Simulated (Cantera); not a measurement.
Gas mixture: NO : CO2 = 0.056 : 0.19 (molar parts), at 0.330 Torr, frozen composition.

Cantera's kinetic-theory transport with the Lennard-Jones parameters of GRI-Mech 3.0, ideal gas; thermal conductivity in the mixture-averaged form. The composition is frozen, though it would react at the higher temperatures.

One state of this run: ρ (kg/m³) = 0.000180; cp (J/kg/K) = 1259; μ (µPa s) = 47.0; λ (mW/m/K) = 81.1; Pr = 0.730; D (cm²/s) O = 6680; D (cm²/s) NO = 3990; D (cm²/s) OH = 6540. D: mixture-averaged diffusion coefficient of that species in the mixture.

**Question.** Which value of T (K) does it belong to?
A) 1000
B) 400
C) 1200
D) 600

**Answer.** C, 1200
